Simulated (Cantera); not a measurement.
A perfectly stirred reactor is fed with CO : O₂ : H₂O : N₂ = 0.028 : 0.024 : 0.00032 : 1 (molar parts), at 0.130 bar; it is held at 1198 K, and followed from long to short residence time.

Detailed kinetics in Cantera: GRI-Mech 3.0 (53 species, 325 reactions).

### Question
What does this change do: pressure from 0.130 bar to 5.00 bar?

### Answer
| quantity | before | after |
|---|---|---|
| x(CO) at τ = 8.30 s | 0.000799 | 0.000654 |
| x(O₂) at τ = 8.30 s | 0.00994 | 0.00995 |
| x(H₂O) at τ = 8.30 s | 0.000285 | 0.000307 |
| x(OH) at τ = 8.30 s | 1.82e-5 | 3.23e-7 |
| x(NO) at τ = 8.30 s | 2.06e-6 | 4.05e-6 |
| x(CO) at τ = 0.200 s | 0.00897 | 0.0117 |
| x(O₂) at τ = 0.200 s | 0.0131 | 0.0154 |
| x(H₂O) at τ = 0.200 s | 0.000114 | 0.000301 |
| x(OH) at τ = 0.200 s | 3.28e-5 | 3.32e-7 |
| x(NO) at τ = 0.200 s | 3.23e-6 | 5.09e-7 |
